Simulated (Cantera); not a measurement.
## HMDSO + N₂O + H₂ + O₃ (silicon oxide and oxynitride deposition)

Charge: 1 mol HMDSO, 17 mol N₂O, 0.69 mol H₂, 0.86 mol O₃, held at 1773 K and 0.840 bar.

Method: chemical equilibrium by Gibbs-energy minimisation in Cantera with the NASA 1993 tables (ideal gas, pure condensed phases). Candidate condensed phases: C, C₆H₆, C₇H₈, C₈H₁₈, H₂O, Si, SiC, SiO₂, Si₂N₂O, Si₃N₄; 151 gas species. The feed counts by its element totals alone. The tables hold silica as quartz up to 1696 K and as liquid above; real silica turns to tridymite and cristobalite and melts near 1996 K. Gases not in the tables: Si(OH)₄. Rates play no part.

| Quantity | Value |
|---|---|
| x(N₂) | 0.520 |
| x(H₂O) | 0.233 |
| x(CO) | 0.0925 |
| x(CO₂) | 0.0910 |
| x(H₂) | 0.0637 |
| x(H) | 7.84e-5 |
| x(OH) | 1.77e-5 |
| x(NO) | 1.12e-6 |
| n(SiO₂(condensed)) | 2.00 mol |
| gas amount | 32.69 mol |
| log10 activity of C(graphite) (absent) | -5.16 |
| log10 activity of Si(l) (absent) | -9.88 |
